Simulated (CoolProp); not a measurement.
A Linde-Hampson liquefier for methane: isothermal reversible compression at 230 K from 1 atm to 10 MPa, throttling to 1 atm, return gas leaving the recuperator 2 K below the feed. Each further row changes one setting.

Computed with CoolProp (reference Helmholtz-energy equation of state, Setzmann 1991).

```tsv
case	liquid yield per pass	compression work (kJ/kg of gas)
as stated	?	494
high pressure 20 MPa	?	?
warm-end temperature 260 K	?	?
warm-end gap 7 K	?	494
```

Problem. Some entries are withheld; supply them.

Solution. 
- as stated, liquid yield per pass: 0.279
- high pressure 20 MPa, liquid yield per pass: 0.393
- high pressure 20 MPa, compression work (kJ/kg of gas): 541
- warm-end temperature 260 K, liquid yield per pass: 0.168
- warm-end temperature 260 K, compression work (kJ/kg of gas): 582
- warm-end gap 7 K, liquid yield per pass: 0.269
